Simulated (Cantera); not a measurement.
A Cantera script and what it prints.

```python
import numpy as np
import cantera as ct

gas_names = """
    H HNO HNO2 HNO3 HO2 H2 H2O H2O2 N NH NH2 NH3 NH2OH NO NO2 NO3 N2 N2H2 N2H4 N2O O OH O2 O3 Si SiH
    SiH2 SiH3 SiH4 SiN SiO SiO2 Si2 Si2N Si3
""".split()
cond_names = """
    H2O(s) H2O(L) Si(cr) Si(L) SiO2(Lqz) SiO2(hqz) SiO2(L) Si2N2O(s) Si3N4(a)
""".split()


def load(file, names, dense=False):
    # The tables refer to 1 bar. Condensed volumes are neglected.
    table = {s.name: s for s in ct.Species.list_from_file(file)}
    out = []
    for n in names:
        d = dict(table[n].input_data)
        d["thermo"] = dict(d["thermo"], **{"reference-pressure": 1e5})
        if dense:
            d["equation-of-state"] = {"model": "constant-volume", "density": "1e6 g/cm^3"}
        out.append(ct.Species.from_dict(d))
    return out


gas = ct.Solution(thermo="ideal-gas", species=load("nasa_gas.yaml", gas_names))
cond = {s.name: ct.Solution(thermo="fixed-stoichiometry", species=[s], name=s.name)
        for s in load("nasa_condensed.yaml", cond_names, dense=True)}
atoms = {
    'Si3N4': {'Si': 3, 'N': 4},
    'H2O': {'H': 2, 'O': 1},
    'H2': {'H': 2},
    'N2': {'N': 2},
}
top_T = {'Si2N2O(s)': 2100, 'Si3N4(a)': 2400}  # K; cautious upper limits of use, not melting points


def equilibrate(T, P, feed):
    n = {}
    for name, mol in feed.items():
        for a, k in atoms[name].items():
            n[a] = n.get(a, 0.0) + k * mol
    gas.TPX = T, P, n
    mass = sum(n.values()) * gas.mean_molecular_weight
    gas.equilibrate("TP")
    valid = [c for c in cond.values() if c.min_temp <= T <= top_T.get(c.name, c.max_temp)]
    mix = ct.Mixture([(gas, mass / gas.mean_molecular_weight)] + [(c, 0.0) for c in valid])
    mix.T, mix.P = T, P
    mix.equilibrate("TP", solver="vcs", rtol=1e-11, max_steps=5000)
    return mix


results = []
feed = {'Si3N4': 1, 'H2O': 2.5, 'H2': 260, 'N2': 1}  # mol
P = 41  # Pa
for T in [1698, 1748, 1798, 1848, 1898, 1948, 1998, 2048, 2098, 2148]:
    mix = equilibrate(T, P, feed)
    results.append((T, P, feed, dict(zip(mix.species_names, mix.species_moles))))

top = {s: max(r[3][s] / sum(r[3][g] for g in gas_names) for r in results) for s in gas_names}
cols = sorted((s for s in top if top[s] > 1e-05), key=lambda s: -top[s])[:8]
seen = [c for c in cond_names if any(r[3].get(c, 0) > 1e-12 for r in results)]
print("log10 of partial pressures in bar; condensed amounts in mol")
print(f"{'T/K':>10s}" + "".join(f"{s[:9]:>10s}" for s in cols + seen))
for T, P, feed, n in results:
    ng = sum(n[g] for g in gas_names)
    print(f"{T:10.4g}" + "".join(f"{np.log10(max(n[s] / ng * P / 1e5, 1e-99)):10.3f}" for s in cols)
          + "".join(f"{n.get(c, 0):10.4g}" for c in seen))
```

Result:

```
log10 of partial pressures in bar; condensed amounts in mol
       T/K        H2         H        N2       SiO        Si       SiH      SiH2     Si(L)
      1698    -3.400    -5.540    -5.341    -5.420    -6.183    -7.690    -8.255   0.04368
      1748    -3.402    -5.342    -5.342    -5.421    -6.137    -7.714    -8.390         0
      1798    -3.405    -5.156    -5.343    -5.422    -6.134    -7.777    -8.558         0
      1848    -3.408    -4.980    -5.345    -5.424    -6.134    -7.839    -8.720         0
      1898    -3.414    -4.814    -5.347    -5.426    -6.134    -7.900    -8.877         0
      1948    -3.421    -4.658    -5.351    -5.430    -6.137    -7.961    -9.030         0
      1998    -3.431    -4.510    -5.356    -5.435    -6.140    -8.022    -9.179         0
      2048    -3.445    -4.372    -5.362    -5.441    -6.146    -8.085    -9.327         0
      2098    -3.463    -4.243    -5.370    -5.450    -6.153    -8.148    -9.476         0
      2148    -3.486    -4.123    -5.381    -5.460    -6.163    -8.215    -9.626         0
```

Cantera equilibrium calculation (NASA polynomials, part measured and part estimated; ideal gas, pure solids and liquids). Gases not in the tables: Si2H6 and higher silanes.
